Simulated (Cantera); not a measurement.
## Ignition delay

Mixture: CH₄ : O₂ : N₂ = 1 : 2.99 : 11.2 (molar parts), equivalence ratio 0.67, at 23.0 bar, adiabatic and at constant pressure. Ignition delay is the time to a rise of 400 K.

Detailed kinetics in Cantera: GRI-Mech 3.0 (53 species, 325 reactions). The pressure lies above the range GRI-Mech 3.0 was tuned for (to about 10 atm).

| T0 (K) | delay (ms) |
|---|---|
| 1000 | 32.6 |
| 1100 | 6.25 |
| 1200 | 1.63 |
| 1300 | 0.523 |
| 1400 | 0.191 |
| 1500 | 0.0767 |
| 1600 | 0.0334 |
| 1700 | 0.0157 |
| 1800 | 0.00787 |
| 1900 | 0.00424 |

```yaml
apparent activation energy between 1700 and 1900 K: 180 kJ/mol
```
